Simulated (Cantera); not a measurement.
Thermodynamics of metals in furnace atmospheres, feed Ni + H2S + N2

Charge: 1 mol Ni, 0.36 mol H2S, 64 mol N2, at 748.15 K and 85.0 mbar.

Equilibrium computed with Cantera from the NASA thermochemical tables; the gas is ideal and each condensed phase is pure. Candidate condensed phases: Ni, NiS, NiS2, Ni3S2, Ni3S4, S; 17 gas species. Rates play no part.

```
Quantity                                Value
----------------------------------  ---------
x(N2)                                   0.994
x(H2)                                 0.00559
x(H2S)                                1.49e-6
n(Ni(s))                            0.460 mol
n(Ni3S2(s))                         0.180 mol
gas amount                          64.36 mol
log10 activity of NiS(s) (absent)       -1.28
log10 activity of NiS2(s) (absent)      -5.98
log10 activity of S(l) (absent)         -6.71
```
